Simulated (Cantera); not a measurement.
What does this Cantera script print?

```python
import numpy as np
import cantera as ct

gas_names = [...]  # 118 gases of nasa_gas.yaml made of C, Cl, F, H
cond_names = """
    C(gr) C6H6(L) C7H8(L) C8H18(L),n-octa
""".split()


# ... load() reads the species with a 1 bar reference pressure and builds the phases ...
atoms = {
    'CF4': {'C': 1, 'F': 4},
    'HCl': {'H': 1, 'CL': 1},
    'H2': {'H': 2},
}
top_T = {'C(gr)': 4500}  # K; cautious upper limits of use, not melting points


# ... equilibrate(T, P, feed) seeds the gas with the atoms and calls Mixture.equilibrate('TP', solver="vcs", rtol=1e-11, max_steps=5000) ...
results = []
feed = {'CF4': 1, 'HCl': 1, 'H2': 7.4}  # mol
P = 310  # Pa
for T in [1748, 1823, 1898, 1973, 2048, 2123, 2198, 2273, 2348, 2423]:
    mix = equilibrate(T, P, feed)
    results.append((T, P, feed, dict(zip(mix.species_names, mix.species_moles))))
    x = sorted(zip(gas.X, gas.species_names), reverse=True)
    print(f"T = {T:g} K  P = {P:g} Pa  gas = {mix.phase_moles(0):.4g} mol")
    print("   x: " + "  ".join(f"{s} {v:.3e}" for v, s in x if v > 0.0001))
    print("   condensed (mol): " + ("  ".join(f"{mix.phase(i).name} {mix.phase_moles(i):.4g}"
          for i in range(1, mix.n_phases) if mix.phase_moles(i) > 1e-12) or "none"))
```

It prints:

```
T = 1748 K  P = 310 Pa  gas = 10.42 mol
   x: H2 5.170e-01  HF 3.840e-01  HCL 9.557e-02  H 2.951e-03  CL 4.208e-04
   condensed (mol): C(gr) 0.9988
T = 1823 K  P = 310 Pa  gas = 10.43 mol
   x: H2 5.151e-01  HF 3.834e-01  HCL 9.506e-02  H 5.585e-03  CL 7.863e-04  C2H2,acetylene 1.089e-04
   condensed (mol): C(gr) 0.9977
T = 1898 K  P = 310 Pa  gas = 10.46 mol
   x: H2 5.117e-01  HF 3.824e-01  HCL 9.421e-02  H 1.004e-02  CL 1.396e-03  C2H2,acetylene 1.925e-04
   condensed (mol): C(gr) 0.996
T = 1973 K  P = 310 Pa  gas = 10.5 mol
   x: H2 5.064e-01  HF 3.808e-01  HCL 9.285e-02  H 1.724e-02  CL 2.363e-03  C2H2,acetylene 3.244e-04
   condensed (mol): C(gr) 0.9932
T = 2048 K  P = 310 Pa  gas = 10.57 mol
   x: H2 4.981e-01  HF 3.784e-01  HCL 9.077e-02  H 2.838e-02  CL 3.830e-03  C2H2,acetylene 5.222e-04
   condensed (mol): C(gr) 0.9889
T = 2123 K  P = 310 Pa  gas = 10.67 mol
   x: H2 4.857e-01  HF 3.748e-01  HCL 8.775e-02  H 4.491e-02  CL 5.954e-03  C2H2,acetylene 8.045e-04
   condensed (mol): C(gr) 0.9827
T = 2198 K  P = 310 Pa  gas = 10.82 mol
   x: H2 4.682e-01  HF 3.697e-01  HCL 8.354e-02  H 6.844e-02  CL 8.888e-03  C2H2,acetylene 1.187e-03
   condensed (mol): C(gr) 0.9741
T = 2273 K  P = 310 Pa  gas = 11.03 mol
   x: H2 4.442e-01  HF 3.627e-01  H 1.006e-01  HCL 7.796e-02  CL 1.274e-02  C2H2,acetylene 1.675e-03
   condensed (mol): C(gr) 0.9624
T = 2348 K  P = 310 Pa  gas = 11.31 mol
   x: H2 4.129e-01  HF 3.536e-01  H 1.425e-01  HCL 7.090e-02  CL 1.754e-02  C2H2,acetylene 2.257e-03  F 1.674e-04
   condensed (mol): C(gr) 0.9472
T = 2423 K  P = 310 Pa  gas = 11.68 mol
   x: H2 3.739e-01  HF 3.423e-01  H 1.947e-01  HCL 6.249e-02  CL 2.316e-02  C2H2,acetylene 2.894e-03  F 3.029e-04
   condensed (mol): C(gr) 0.9276
```

Cantera equilibrium calculation (NASA polynomials, part measured and part estimated; ideal gas, pure solids and liquids).
